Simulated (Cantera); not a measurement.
Cantera run:

```python
import numpy as np
import cantera as ct

gas_names = """
    H HNO HNO2 HNO3 HO2 H2 H2O H2O2 N NH NH2 NH3 NH2OH NO NO2 NO3 N2 N2H2 N2H4 N2O O OH O2 O3 Pb PbO Pb2
""".split()
cond_names = """
    H2O(s) H2O(L) Pb(cr) Pb(L) PbO(rd) PbO(yw) PbO(L) PbO2(s) Pb3O4(s)
""".split()


# ... load() reads the species with a 1 bar reference pressure and builds the phases ...
atoms = {
    'PbO': {'Pb': 1, 'O': 1},
    'H2': {'H': 2},
    'N2': {'N': 2},
}
top_T = {'Pb3O4(s)': 820}  # K; cautious upper limits of use, not melting points


# ... equilibrate(T, P, feed) seeds the gas with the atoms and calls Mixture.equilibrate('TP', solver="vcs", rtol=1e-11, max_steps=5000) ...
results = []
feed = {'PbO': 1, 'H2': 25, 'N2': 8.6}  # mol
P = 100000  # Pa
for T in [898, 1048, 1198, 1348, 1498, 1648, 1798]:
    mix = equilibrate(T, P, feed)
    results.append((T, P, feed, dict(zip(mix.species_names, mix.species_moles))))

top = {s: max(r[3][s] / sum(r[3][g] for g in gas_names) for r in results) for s in gas_names}
cols = sorted((s for s in top if top[s] > 0.0001), key=lambda s: -top[s])[:5]
seen = [c for c in cond_names if any(r[3].get(c, 0) > 1e-12 for r in results)]
print("log10 of partial pressures in bar; condensed amounts in mol")
print(f"{'T/K':>10s}" + "".join(f"{s[:9]:>10s}" for s in cols + seen))
for T, P, feed, n in results:
    ng = sum(n[g] for g in gas_names)
    print(f"{T:10.4g}" + "".join(f"{np.log10(max(n[s] / ng * P / 1e5, 1e-99)):10.3f}" for s in cols)
          + "".join(f"{n.get(c, 0):10.4g}" for c in seen))
```

It prints:

```
log10 of partial pressures in bar; condensed amounts in mol
       T/K        H2        N2       H2O        Pb       NH3     Pb(L)
       898    -0.146    -0.592    -1.526    -5.888    -3.425         1
      1048    -0.146    -0.592    -1.526    -4.350    -3.882    0.9985
      1198    -0.146    -0.592    -1.527    -3.205    -4.230     0.979
      1348    -0.148    -0.594    -1.528    -2.321    -4.506    0.8387
      1498    -0.157    -0.602    -1.537    -1.618    -4.742    0.1701
      1648    -0.159    -0.605    -1.539    -1.539    -4.925         0
      1798    -0.159    -0.605    -1.539    -1.539    -5.074         0
```

Equilibrium computed with Cantera from the NASA thermochemical tables; the gas is ideal and each condensed phase is pure.
